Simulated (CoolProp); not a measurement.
CH2F2 (R32) at several states: Z from the reference equation and from simpler models built on Tc = 351.3 K, pc = 5.783 MPa, ω = 0.277; each cubic takes its own stable root.

Computed with CoolProp (reference Helmholtz-energy equation of state, Tillner-Roth 1997).

```json
[
 {"T (K)": "383", "p (MPa)": "1.05", "phase": "gas", "reference": "0.9472"},
 {"T (K)": "356.3", "p (MPa)": "8.75", "phase": "supercritical", "reference": "0.2213"},
 {"T (K)": "175.6", "p (MPa)": "0.895", "phase": "liquid", "reference": "0.02391"},
 {"T (K)": "357.5", "p (MPa)": "0.101", "phase": "gas", "reference": "0.9936"},
 {"T (K)": "357.6", "p (MPa)": "13.9", "phase": "supercritical", "reference": "0.3094"},
 {"T (K)": "193.8", "p (MPa)": "0.0557", "phase": "liquid", "reference": "0.001398"}
]
```

### Question
How far does each simpler model (van der Waals, Redlich-Kwong, Soave-Redlich-Kwong, Peng-Robinson) lie from the reference over these 6 states: mean and median of the absolute difference, and the worst?

### Answer
- van der Waals: mean 11807.0 %, median 60.7 %, worst +70622.5 % at 193.8 K and 0.0557 MPa
- Redlich-Kwong: mean 22.2 %, median 32.0 %, worst +36.2 % at 356.3 K and 8.75 MPa
- Soave-Redlich-Kwong: mean 21.7 %, median 29.5 %, worst +38.1 % at 356.3 K and 8.75 MPa
- Peng-Robinson: mean 12.4 %, median 15.0 %, worst +25.2 % at 356.3 K and 8.75 MPa

At some of these states van der Waals gives the other phase, because its saturation line lies elsewhere.
